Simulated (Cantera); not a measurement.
A freely propagating, adiabatic, planar premixed flame of H2 : O2 : N2 : H2O = 1 : 0.532 : 2 : 0.18 (molar parts), equivalence ratio 0.94, unburnt at 500 K and 7500 Torr; mixture-averaged transport, grid criteria slope 0.08 and curve 0.16, no radiation.

Model: the H2/O2 subset of GRI-Mech 3.0, which has no nitrogen chemistry, integrated in Cantera. The hydrogen kinetics of GRI-Mech 3.0 are dated; newer H2 mechanisms differ, most at raised pressure. Burning velocities carry a grid error of a few per cent, more on coarse grids.

Q: What does this change do: N2 2 to 1.5 parts?

A: 
```csv
quantity,before,after
laminar burning velocity,247 cm/s,409 cm/s
thermal thickness,0.0275 mm,0.0226 mm
peak x(HO2),0.00148,0.00196
peak x(OH),0.0117,0.0193
peak x(H),0.00883,0.0157
```

Q: What does this change do: inlet temperature 500 to 375 K?

A: 
```csv
quantity,before,after
laminar burning velocity,247 cm/s,123 cm/s
thermal thickness,0.0275 mm,0.0306 mm
peak x(HO2),0.00148,0.00136
peak x(OH),0.0117,0.00921
peak x(H),0.00883,0.00576
```
